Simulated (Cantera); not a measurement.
## Silicon nitride deposition: SiHCl₃ + NH₃ + N₂

Charge: 1 mol SiHCl₃, 0.68 mol NH₃, 14 mol N₂, at 13.3 mbar.

Cantera equilibrium calculation (NASA polynomials, part measured and part estimated; ideal gas, pure solids and liquids). Candidate condensed phases: NH₄Cl, Si, Si₃N₄; 28 gas species. The tables' values for SiCl₃, SiCl are old estimates; treat these amounts as uncertain. Equilibrium is a limit: real reactors are often held back by kinetics, nucleation or transport.

```csv
T (°C),log p N₂,log p HCl,log p H₂,log p SiCl₂,log p SiCl₄,log p SiCl₃,log p H,n Si₃N₄(s)
475,-1.95,-2.87,-3.26,-12.82,-3.57,-9.34,<-13,0.223
575,-1.95,-2.84,-3.31,-10.51,-3.62,-8.00,-12.38,0.235
675,-1.95,-2.81,-3.35,-8.69,-3.67,-6.94,-10.96,0.244
775,-1.95,-2.79,-3.38,-7.23,-3.70,-6.10,-9.80,0.251
875,-1.95,-2.78,-3.41,-6.02,-3.74,-5.40,-8.85,0.255
975,-1.96,-2.77,-3.43,-5.03,-3.79,-4.84,-8.04,0.255
1075,-1.96,-2.78,-3.42,-4.23,-3.91,-4.42,-7.35,0.241
1175,-1.96,-2.81,-3.36,-3.66,-4.26,-4.24,-6.72,0.193
1275,-1.96,-2.90,-3.25,-3.34,-4.92,-4.35,-6.14,0.116
1375,-1.96,-3.04,-3.15,-3.18,-5.72,-4.62,-5.62,0.0389
1475,-1.96,-3.12,-3.10,-3.12,-6.41,-4.89,-5.19,0
1575,-1.96,-3.12,-3.11,-3.12,-6.86,-5.08,-4.83,0
```
log p: log10 of the partial pressure in bar; n: condensed amount in mol.

From 475 °C to 1375 °C the condensed part is Si₃N₄(s). From 1475 °C to 1575 °C nothing is condensed. The main Si-bearing gas is SiCl₄ at 475 °C and SiCl₂ at 1575 °C.
